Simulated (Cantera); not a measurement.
Feed: 1 mol Fe3O4, 0.58 mol CH4, 0.01 mol CO, a varied amount of C, at 1075 K and 4.10 bar.

Points: n(C) (mol) = 0.39, 0.49, 0.6, 0.74, 0.91, 1.1, 1.4, 1.7, 2.1.

Cantera's Mixture.equilibrate('TP', solver="vcs", rtol=1e-11, max_steps=5000) on the NASA tables stopped like this:

```
ERROR: FAILURE its = 5001!

*******************************************************************************
CanteraError thrown by MultiPhase::equilibrate:
VCS solver failed. Return code: -1
*******************************************************************************
```

### Question
What got this run through?

### Answer
Several could match; the one computed here: The failure is numerical, not chemical. The same input converged with solver="gibbs", rtol=1e-10, max_steps=50000, and the result passed a check of the equilibrium conditions:
```
T = 1075 K  P = 410000 Pa  n(C) = 0.39 mol  gas = 2.019 mol
   x: H2 4.241e-01  CO 3.704e-01  H2O 9.057e-02  CO2 8.506e-02  CH4 2.989e-02
   condensed (mol): Fe(a) 0.2643  FeO(s) 2.736
T = 1075 K  P = 410000 Pa  n(C) = 0.49 mol  gas = 2.119 mol
   x: H2 4.040e-01  CO 3.913e-01  CO2 8.986e-02  H2O 8.627e-02  CH4 2.864e-02
   condensed (mol): Fe(a) 0.3825  FeO(s) 2.618
T = 1075 K  P = 410000 Pa  n(C) = 0.6 mol  gas = 2.228 mol
   x: CO 4.121e-01  H2 3.840e-01  CO2 9.464e-02  H2O 8.200e-02  CH4 2.726e-02
   condensed (mol): Fe(a) 0.5129  FeO(s) 2.487
T = 1075 K  P = 410000 Pa  n(C) = 0.74 mol  gas = 2.229 mol
   x: CO 4.122e-01  H2 3.839e-01  CO2 9.466e-02  H2O 8.199e-02  CH4 2.726e-02
   condensed (mol): C(gr) 0.1396  Fe(a) 0.5133  FeO(s) 2.487
T = 1075 K  P = 410000 Pa  n(C) = 0.91 mol  gas = 2.229 mol
   x: CO 4.122e-01  H2 3.839e-01  CO2 9.466e-02  H2O 8.199e-02  CH4 2.726e-02
   condensed (mol): C(gr) 0.3096  Fe(a) 0.5133  FeO(s) 2.487
T = 1075 K  P = 410000 Pa  n(C) = 1.1 mol  gas = 2.229 mol
   x: CO 4.122e-01  H2 3.839e-01  CO2 9.466e-02  H2O 8.199e-02  CH4 2.726e-02
   condensed (mol): C(gr) 0.4996  Fe(a) 0.5133  FeO(s) 2.487
T = 1075 K  P = 410000 Pa  n(C) = 1.4 mol  gas = 2.229 mol
   x: CO 4.122e-01  H2 3.839e-01  CO2 9.466e-02  H2O 8.199e-02  CH4 2.726e-02
   condensed (mol): C(gr) 0.7996  Fe(a) 0.5133  FeO(s) 2.487
T = 1075 K  P = 410000 Pa  n(C) = 1.7 mol  gas = 2.229 mol
   x: CO 4.122e-01  H2 3.839e-01  CO2 9.466e-02  H2O 8.199e-02  CH4 2.726e-02
   condensed (mol): C(gr) 1.1  Fe(a) 0.5133  FeO(s) 2.487
T = 1075 K  P = 410000 Pa  n(C) = 2.1 mol  gas = 2.229 mol
   x: CO 4.122e-01  H2 3.839e-01  CO2 9.466e-02  H2O 8.199e-02  CH4 2.726e-02
   condensed (mol): C(gr) 1.5  Fe(a) 0.5133  FeO(s) 2.487
```

The gas is ideal and each condensed phase is pure. Mutual solubility and eutectic melting of coexisting phases are not modelled. The tables' stoichiometric FeO is somewhat more stable than real wüstite, so its field is too wide. FeO: taken at fixed stoichiometry. Condensed phases not in the tables: cementite and carbon dissolved in iron.
